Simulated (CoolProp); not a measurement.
Vapour-liquid equilibrium of R22 (1) + dimethyl ether (2) at 264.8 K; x and y are mole fractions of (1).

The numbers come from the multi-fluid Helmholtz-energy mixture model, Kamei 1995 and Wu 2011; pair parameters Bell 2016 in CoolProp.

```
x     bubble pressure, mixture model (MPa)  bubble pressure, Raoult's law (MPa)  y, mixture model  y, Raoult's law
----  ------------------------------------  -----------------------------------  ----------------  ---------------
0.05                                0.1945                               0.2059             0.040            0.091
0.2                                 0.1893                               0.2328             0.189            0.323
0.35                                0.1911                               0.2596             0.389            0.507
0.5                                 0.2065                               0.2864             0.616            0.656
0.65                                0.2411                               0.3133             0.812            0.780
0.8                                 0.2951                               0.3401             0.935            0.884
0.95                                0.3571                               0.3670             0.991            0.973
```

The largest gap from Raoult's law is -27.9 % in bubble pressure, at x = 0.5. y crosses x between x = 0.2 and 0.35: the model has an azeotrope there.

Pair parameters are fitted to limited data, so mixtures are less certain than the pure fluids.
